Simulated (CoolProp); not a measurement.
A simple Rankine cycle with n-hexane: condensing at 303.15 K, boiler at 0.697 MPa, turbine inlet 569.2 K, turbine efficiency 0.6, pump efficiency 0.6, no recuperator. Each further row changes one setting.

Model: reference Helmholtz-energy equation of state, Thol 2019, in CoolProp.

```csv
case,thermal efficiency (%),net work (kJ/kg),heat in (kJ/kg),turbine exit temperature (K),volume ratio over the turbine
as stated,10.4,99.5,954,528.0,27.4
turbine inlet 589.2 K,10.2,103,1010,547.9,___
condensing temperature 295.15 K,11.2,109,973,524.2,38.4
boiler pressure 0.488 MPa,9.4,___,958,533.0,19.0
turbine efficiency 0.5,8.7,___,954,534.4,___
```

Q: Fill in the missing entries.

A: 
- turbine inlet 589.2 K, volume ratio over the turbine: 27.2
- boiler pressure 0.488 MPa, net work (kJ/kg): 90.3
- turbine efficiency 0.5, net work (kJ/kg): 82.6
- turbine efficiency 0.5, volume ratio over the turbine: 27.7
